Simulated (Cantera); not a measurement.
A closed system holds: 1 mol SiH2Cl2, 0.48 mol C2H2, 69 mol H2, held at 0.200 bar.

These are equilibrium values from Cantera (NASA tables, ideal gas, pure condensed phases), not measurements of a reactor. Candidate condensed phases: C, C6H6, C7H8, C8H18, Si, SiC; 109 gas species. The tables' values for SiCl are old estimates; treat these amounts as uncertain. Gases not in the tables: Si2H6 and higher silanes. The numbers say what is thermodynamically allowed, not how fast it happens. All values below are at 2525 K.

Base state: H2 0.898, H 0.0594, HCl 0.0247, Si 0.00837, C2H2 (acetylene) 0.00483, Cl 0.00115, SiC2 0.00104, Si2C 0.000986 (mole fractions); condensed: gas only.

Q: What changes in the equilibrium state with this change: pressure from 0.200 bar to 10.0 mbar?

A: 
```json
[
 {"species": "H2", "before": "0.898", "after": "0.721"},
 {"species": "H", "before": "0.0594", "after": "0.238"},
 {"species": "HCl", "before": "0.0247", "after": "0.0196"},
 {"species": "Si", "before": "0.00837", "after": "0.0102"},
 {"species": "CH4", "before": "1.55e-5", "after": "5.23e-7"},
 {"species": "C3", "before": "1.09e-6", "after": "2.48e-5"},
 {"species": "SiCl2", "before": "0.000288", "after": "1.37e-5"},
 {"species": "C", "before": "7.83e-7", "after": "1.63e-5"},
 {"species": "SiH2", "before": "0.000294", "after": "1.44e-5"}
]
```
